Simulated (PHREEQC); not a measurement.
**Copper plating or etch bath (model solution)**

Solution (25 °C): 0.0051 mol/kgw CuCl2, 0.25 mol/kgw H2SO4 and 0.00015 mol/kgw FeCl3. Closed to the air; pH follows from the charge balance.

Equilibrium calculation in PHREEQC: ion-association model, wateq4f.dat.

```yaml
pH: 0.66
ionic_strength: 0.321 mol/kgw
activity_of_water: 0.991
total_alkalinity: -500 meq/kg
```

| species | molality | activity | log γ |
|---|---|---|---|
| H+ | 0.281 | 0.219 | -0.108 |
| HSO4- | 0.219 | 0.152 | -0.157 |
| SO4-2 | 0.0293 | 0.00717 | -0.612 |
| Cl- | 0.0106 | 0.00718 | -0.170 |
| Cu+2 | 0.00366 | 0.00104 | -0.546 |
| CuSO4 | 0.00141 | 0.00152 | 0.032 |

No solid was allowed to form. Species that the database lacks are ignored.
